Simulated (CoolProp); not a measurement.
Vapour-liquid equilibrium of R125 (1) + cyclopropane (2) at 10.9 bar; x and y are mole fractions of (1).

Model: multi-fluid Helmholtz-energy mixture model, Lemmon 2005 and Polt 1992; pair parameters Bell 2016, in CoolProp. This equation is an older, rougher fit; its heat capacities, sound speeds and derivatives of the liquid may be far off and weren't checked against measurements.

```json
[
 {"x": "0.05", "bubble temperature, mixture model (°C)": "34.3", "bubble temperature, Raoult's law (°C)": "39.2", "y, mixture model": "0.168", "y, Raoult's law": "0.090"},
 {"x": "0.15", "bubble temperature, mixture model (°C)": "25.9", "bubble temperature, Raoult's law (°C)": "35.9", "y, mixture model": "0.366", "y, Raoult's law": "0.250"},
 {"x": "0.25", "bubble temperature, mixture model (°C)": "21.4", "bubble temperature, Raoult's law (°C)": "32.9", "y, mixture model": "0.472", "y, Raoult's law": "0.387"},
 {"x": "0.35", "bubble temperature, mixture model (°C)": "18.8", "bubble temperature, Raoult's law (°C)": "30.1", "y, mixture model": "0.540", "y, Raoult's law": "0.505"},
 {"x": "0.45", "bubble temperature, mixture model (°C)": "17.1", "bubble temperature, Raoult's law (°C)": "27.6", "y, mixture model": "0.593", "y, Raoult's law": "0.608"},
 {"x": "0.55", "bubble temperature, mixture model (°C)": "16.0", "bubble temperature, Raoult's law (°C)": "25.2", "y, mixture model": "0.642", "y, Raoult's law": "0.699"},
 {"x": "0.65", "bubble temperature, mixture model (°C)": "15.2", "bubble temperature, Raoult's law (°C)": "23.0", "y, mixture model": "0.695", "y, Raoult's law": "0.780"},
 {"x": "0.75", "bubble temperature, mixture model (°C)": "14.8", "bubble temperature, Raoult's law (°C)": "21.0", "y, mixture model": "0.758", "y, Raoult's law": "0.851"},
 {"x": "0.85", "bubble temperature, mixture model (°C)": "15.0", "bubble temperature, Raoult's law (°C)": "19.0", "y, mixture model": "0.837", "y, Raoult's law": "0.915"},
 {"x": "0.95", "bubble temperature, mixture model (°C)": "15.7", "bubble temperature, Raoult's law (°C)": "17.2", "y, mixture model": "0.938", "y, Raoult's law": "0.973"}
]
```

The largest gap from Raoult's law is -11.5 K in bubble temperature, at x = 0.25. y crosses x between x = 0.75 and 0.85: the model has an azeotrope there.

Pair parameters are fitted to limited data, so mixtures are less certain than the pure fluids.
